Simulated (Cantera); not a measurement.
Input (Python, Cantera) and output of one run.

```python
import numpy as np
import cantera as ct

gas_names = """
    CL CL2 N N2 Si SiCL SiCL2 SiCL3 SiCL4 SiN Si2 Si2N Si3
""".split()
cond_names = """
    Si(cr) Si(L) Si3N4(a)
""".split()


# ... load() reads the species with a 1 bar reference pressure and builds the phases ...
atoms = {
    'Si': {'Si': 1},
    'Cl2': {'CL': 2},
    'N2': {'N': 2},
}
top_T = {'Si3N4(a)': 2400}  # K; cautious upper limits of use, not melting points


# ... equilibrate(T, P, feed) seeds the gas with the atoms and calls Mixture.equilibrate('TP', solver="vcs", rtol=1e-11, max_steps=5000) ...
results = []
feed = {'Si': 1, 'Cl2': 2, 'N2': 0.8}  # mol
T = 1675  # K
P = 18000  # Pa
mix = equilibrate(T, P, feed)
results.append((T, P, feed, dict(zip(mix.species_names, mix.species_moles))))
x = sorted(zip(gas.X, gas.species_names), reverse=True)
print(f"T = {T:g} K  P = {P:g} Pa  gas = {mix.phase_moles(0):.4g} mol")
print("   x: " + "  ".join(f"{s} {v:.3e}" for v, s in x if v > 1e-05))
print("   condensed (mol): " + ("  ".join(f"{mix.phase(i).name} {mix.phase_moles(i):.4g}"
      for i in range(1, mix.n_phases) if mix.phase_moles(i) > 1e-12) or "none"))
```

Result:

```
T = 1675 K  P = 18000 Pa  gas = 1.823 mol
   x: SiCL4 5.358e-01  N2 4.389e-01  SiCL3 1.222e-02  CL 1.165e-02  CL2 8.642e-04  SiCL2 5.787e-04
   condensed (mol): none
```

Method: chemical equilibrium by Gibbs-energy minimisation in Cantera with the NASA 1993 tables (ideal gas, pure condensed phases). The tables' values for SiCl3 are old estimates; treat these amounts as uncertain.
